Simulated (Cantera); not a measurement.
Input (Python, Cantera) and output of one run.

```python
import numpy as np
import cantera as ct

gas_names = """
    C CO CO2 C2 C2O C3 C3O2 C4 C5 O O2 O3 Si SiC SiC2 SiO SiO2 Si2 Si2C Si3
""".split()
cond_names = """
    C(gr) Si(cr) Si(L) SiC(b) SiO2(Lqz) SiO2(hqz) SiO2(L)
""".split()


# ... load() reads the species with a 1 bar reference pressure and builds the phases ...
atoms = {
    'SiO2': {'Si': 1, 'O': 2},
    'C': {'C': 1},
    'CO': {'C': 1, 'O': 1},
}
top_T = {'C(gr)': 4500, 'SiC(b)': 3050}  # K; cautious upper limits of use, not melting points


# ... equilibrate(T, P, feed) seeds the gas with the atoms and calls Mixture.equilibrate('TP', solver="vcs", rtol=1e-11, max_steps=5000) ...
results = []
feed = {'SiO2': 1, 'C': 4.1, 'CO': 1.1}  # mol
P = 100000  # Pa
for T in [800, 1000, 1200, 1400, 1600, 1800, 2000, 2200, 2400, 2600]:
    mix = equilibrate(T, P, feed)
    results.append((T, P, feed, dict(zip(mix.species_names, mix.species_moles))))

top = {s: max(r[3][s] / sum(r[3][g] for g in gas_names) for r in results) for s in gas_names}
cols = sorted((s for s in top if top[s] > 0.0001), key=lambda s: -top[s])[:8]
seen = [c for c in cond_names if any(r[3].get(c, 0) > 1e-12 for r in results)]
print("log10 of partial pressures in bar; condensed amounts in mol")
print(f"{'T/K':>10s}" + "".join(f"{s[:9]:>10s}" for s in cols + seen))
for T, P, feed, n in results:
    ng = sum(n[g] for g in gas_names)
    print(f"{T:10.4g}" + "".join(f"{np.log10(max(n[s] / ng * P / 1e5, 1e-99)):10.3f}" for s in cols)
          + "".join(f"{n.get(c, 0):10.4g}" for c in seen))
```

Output:

```
log10 of partial pressures in bar; condensed amounts in mol
       T/K        CO       CO2       SiO        Si      SiC2      Si2C     C(gr)    SiC(b) SiO2(Lqz) SiO2(hqz)
       800    -1.019    -0.044   -25.889   -45.711   -53.446   -72.907     4.622         0         1         0
      1000    -0.147    -0.541   -17.744   -32.673   -38.258   -51.626     4.346         0         0         1
      1200    -0.008    -1.740   -11.913   -23.143   -27.306   -35.771      4.12         0         0         1
      1400    -0.001    -2.767    -7.685   -16.185   -19.342   -24.151     4.102         0         0         1
      1600    -0.000    -3.537    -4.532   -10.984   -13.394   -15.477       4.1         0         0         1
      1800    -0.002    -4.132    -2.258    -7.116    -8.953    -9.090     1.134    0.9829         0         0
      2000    -0.004    -4.600    -2.035    -5.622    -7.005    -7.184     1.157    0.9714         0         0
      2200    -0.006    -4.979    -1.855    -4.403    -5.420    -5.634     1.187    0.9565         0         0
      2400    -0.009    -5.291    -1.706    -3.389    -4.106    -4.351     1.223    0.9372         0         0
      2600    -0.013    -5.555    -1.584    -2.534    -3.000    -3.271      1.27    0.9031         0         0
```

These are equilibrium values from Cantera (NASA tables, ideal gas, pure condensed phases), not measurements of a reactor. The tables hold silica as quartz up to 1696 K and as liquid above; real silica turns to tridymite and cristobalite and melts near 1996 K.
